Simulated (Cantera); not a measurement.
A closed system holds: 1 mol AlN, 3.2 mol H2, at 2700 K and 101000 Pa.

Cantera equilibrium calculation (NASA polynomials, part measured and part estimated; ideal gas, pure solids and liquids). Candidate condensed phases: Al, AlN; 13 gas species. Rates play no part.

Question: What is the equilibrium state?

Answer: 
| Item | Value |
|---|---|
| x(H2) | 0.641 |
| x(Al) | 0.194 |
| x(N2) | 0.105 |
| x(H) | 0.0452 |
| x(AlH) | 0.0140 |
| x(Al2) | 0.000777 |
| x(NH3) | 1.45e-6 |
| gas amount | 4.771 mol |
| log10 activity of Al(l) (absent) | -0.51 |
